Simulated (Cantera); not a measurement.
Adiabatic ignition

An adiabatic, constant-volume homogeneous reactor starts with 6.65 % CH4, 18.8 % O2, 70.5 % N2, 4.06 % H2O, at 1725 K and 5850 Torr.

Cantera simulation using GRI-Mech 3.0 (53 species, 325 reactions); the numbers are that mechanism's predictions, not measurements.

| t (s) | T (K) | P (bar) | x CH4 | x O2 | x H2O | x CO2 | x CH2 |
|---|---|---|---|---|---|---|---|
| 8.00e-6 | 1725 | 7.80 | 0.0660 | 0.187 | 0.0409 | 9.96e-7 | 1.18e-8 |
| 1.83e-5 | 1739 | 7.87 | 0.0626 | 0.185 | 0.0432 | 2.51e-5 | 1.47e-7 |
| 4.20e-5 | 2973 | 13.8 | <1e-12 | 0.0559 | 0.149 | 0.0483 | <1e-12 |
| 9.61e-5 | 2961 | 13.7 | <1e-12 | 0.0525 | 0.150 | 0.0485 | <1e-12 |
| 0.000220 | 2950 | 13.6 | <1e-12 | 0.0491 | 0.151 | 0.0486 | <1e-12 |
| 0.000504 | 2946 | 13.6 | <1e-12 | 0.0479 | 0.151 | 0.0486 | <1e-12 |
| 0.00115 | 2946 | 13.6 | <1e-12 | 0.0479 | 0.151 | 0.0486 | <1e-12 |
| 0.00264 | 2946 | 13.6 | <1e-12 | 0.0479 | 0.151 | 0.0486 | <1e-12 |
| 0.00605 | 2946 | 13.6 | <1e-12 | 0.0479 | 0.151 | 0.0486 | <1e-12 |
| 0.0139 | 2946 | 13.6 | <1e-12 | 0.0479 | 0.151 | 0.0486 | <1e-12 |
| 0.0317 | 2946 | 13.6 | <1e-12 | 0.0479 | 0.151 | 0.0486 | <1e-12 |
| 0.0727 | 2946 | 13.6 | <1e-12 | 0.0479 | 0.151 | 0.0486 | <1e-12 |
| 0.167 | 2946 | 13.6 | <1e-12 | 0.0479 | 0.151 | 0.0486 | <1e-12 |
| 0.381 | 2946 | 13.6 | <1e-12 | 0.0479 | 0.151 | 0.0486 | <1e-12 |
| 0.873 | 2946 | 13.6 | <1e-12 | 0.0479 | 0.151 | 0.0486 | <1e-12 |
| 2.00 | 2946 | 13.6 | <1e-12 | 0.0479 | 0.151 | 0.0486 | <1e-12 |
x: mole fraction; the columns are a selection and need not sum to one.

```json
{
 "time_of_steepest_temperature_rise": "30.6 µs",
 "temperature at 2.00 s": "2946 K",
 "equilibrium_temperature": "2946 K",
 "x(CH4) at 2.00 s": "<1e-12 (gas-phase equilibrium <1e-12)",
 "x(O2) at 2.00 s": "0.0479 (gas-phase equilibrium 0.0479)",
 "x(H2O) at 2.00 s": "0.151 (gas-phase equilibrium 0.151)"
}
```
